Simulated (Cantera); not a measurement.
Feed: 1 mol Cu2O, 1.6 mol C, 0.1 mol CO, equilibrated at 1948 K and 3.20 bar.

Method: chemical equilibrium by Gibbs-energy minimisation in Cantera with the NASA 1993 tables (ideal gas, pure condensed phases). Candidate condensed phases: C, Cu, CuO, Cu2O; 15 gas species. Kinetics and transport are ignored.

Base state: CO 0.999, Cu 0.000819, CO2 0.000105 (mole fractions); condensed: C(graphite) + Cu(l).

Task: What changes in the equilibrium state with this change: temperature from 1948 K to 1273 K?

Result: 
```csv
species,before,after
CO,0.999,0.978
CO2,0.000105,0.0220
Cu,0.000819,2.58e-8
"C(graphite), mol",0.600,0.624
"Cu(l), mol",2.00,0
"Cu(s), mol",0,2.00
```
